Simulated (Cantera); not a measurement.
# Equilibrium for silicon etching in halogen gases: Si + HBr + N₂

Feed: 1 mol Si, 17 mol HBr, 8.9 mol N₂, equilibrated at 2.70 Torr.

These are equilibrium values from Cantera (NASA tables, ideal gas, pure condensed phases), not measurements of a reactor. Candidate condensed phases: Br₂, Si, Si₃N₄; 28 gas species. The tables' values for SiBr₃, SiBr are old estimates; treat these amounts as uncertain. Rates play no part.

```csv
T (°C),x HBr,x N₂,x Br,x H₂,x SiBr₄,x SiBr₂
677,0.522,0.357,4.52e-5,0.0803,0.0401,1.61e-6
727,0.522,0.357,0.000118,0.0803,0.0401,9.43e-6
777,0.522,0.357,0.000282,0.0803,0.0400,4.63e-5
827,0.522,0.357,0.000624,0.0802,0.0396,0.000195
877,0.522,0.357,0.00129,0.0798,0.0388,0.000707
927,0.523,0.356,0.00254,0.0785,0.0366,0.00218
977,0.526,0.354,0.00481,0.0755,0.0323,0.00553
1027,0.529,0.351,0.00882,0.0708,0.0256,0.0112
1077,0.532,0.348,0.0155,0.0660,0.0176,0.0183
1127,0.529,0.343,0.0257,0.0634,0.0104,0.0250
1177,0.519,0.339,0.0394,0.0645,0.00529,0.0301
1227,0.502,0.335,0.0562,0.0693,0.00239,0.0332
1277,0.479,0.331,0.0758,0.0769,0.00101,0.0347
1327,0.451,0.327,0.0979,0.0866,0.000421,0.0353
```
x: gas mole fraction; nothing condenses.

From 677 °C to 1327 °C nothing is condensed. The main Si-bearing gas is SiBr₄ at 677 °C and SiBr₂ at 1327 °C.
